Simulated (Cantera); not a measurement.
A closed system holds: 1 mol Al(CH₃)₃, 320 mol NH₃, 6.2 mol H₂, at 10.0 Pa.

Method: chemical equilibrium by Gibbs-energy minimisation in Cantera with the NASA 1993 tables (ideal gas, pure condensed phases). Candidate condensed phases: Al, AlN, C, C₆H₆, C₇H₈, C₈H₁₈; 97 gas species. The feed counts by its element totals alone. Equilibrium is a limit: real reactors are often held back by kinetics, nucleation or transport.

Task: Which condensed phases are stable at each of these points (T (K)): 1650, 1700, 1750, 1800, 1850, 1900, 1950, 2000, 2050, 2100, 2150, 2200?

Result: 
| T (K) | condensed phases | Al condensed (%) |
|---|---|---|
| 1650 | C(graphite) | 0.0 |
| 1700 | C(graphite) | 0.0 |
| 1750 | C(graphite) | 0.0 |
| 1800 | C(graphite) | 0.0 |
| 1850 | C(graphite) | 0.0 |
| 1900 | gas only | 0.0 |
| 1950 | gas only | 0.0 |
| 2000 | gas only | 0.0 |
| 2050 | gas only | 0.0 |
| 2100 | gas only | 0.0 |
| 2150 | gas only | 0.0 |
| 2200 | gas only | 0.0 |

From 1650 K to 1850 K the condensed part is C(graphite). From 1900 K to 2200 K nothing is condensed.
